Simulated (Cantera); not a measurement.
Feed: 1 mol AlCl₃, 0.97 mol H₂O, 53 mol N₂, equilibrated at 50.0 mbar.

Equilibrium computed with Cantera from the NASA thermochemical tables; the gas is ideal and each condensed phase is pure. Candidate condensed phases: Al, AlCl₃, AlN, Al₂O₃, H₂O, NH₄Cl; 45 gas species. The tables' values for AlCl₂ are old estimates; treat these amounts as uncertain. Kinetics and transport are ignored.

log p: log10 of the partial pressure in bar; n: condensed amount in mol.

| T (°C) | log p N₂ | log p HCl | log p Cl | log p AlCl₃ | log p AlCl | log p AlCl₂ | log p H₂ | n Al₂O₃(s) |
|---|---|---|---|---|---|---|---|---|
| 1102 | -1.32 | -2.76 | -5.43 | -3.50 | -9.23 | -6.92 | -5.74 | 0.323 |
| 1202 | -1.32 | -2.76 | -5.05 | -3.50 | -8.00 | -6.21 | -5.38 | 0.323 |
| 1302 | -1.32 | -2.76 | -4.71 | -3.50 | -6.94 | -5.61 | -5.07 | 0.323 |
| 1402 | -1.32 | -2.76 | [?] | -3.51 | [?] | -5.09 | [?] | 0.323 |
| 1502 | -1.32 | -2.77 | -4.10 | -3.53 | -5.28 | -4.66 | -4.64 | 0.323 |
| 1602 | -1.32 | -2.77 | [?] | [?] | [?] | -4.34 | [?] | 0.323 |
| 1702 | -1.32 | -2.78 | -3.56 | -3.73 | -4.24 | -4.14 | -4.42 | 0.322 |
| 1802 | -1.32 | -2.79 | -3.35 | -3.97 | -3.92 | -4.06 | -4.30 | 0.320 |
| 1902 | -1.32 | -2.81 | -3.19 | -4.35 | -3.72 | -4.11 | -4.14 | 0.317 |

### Question
Some entries are withheld; supply them.

### Answer

- 1602, log p Cl: -3.82
- 1602, log p AlCl₃: -3.60
- 1602, log p AlCl: -4.68
- 1602, log p H₂: -4.51
- 1402, log p Cl: -4.39
- 1402, log p AlCl: -6.03
- 1402, log p H₂: -4.82
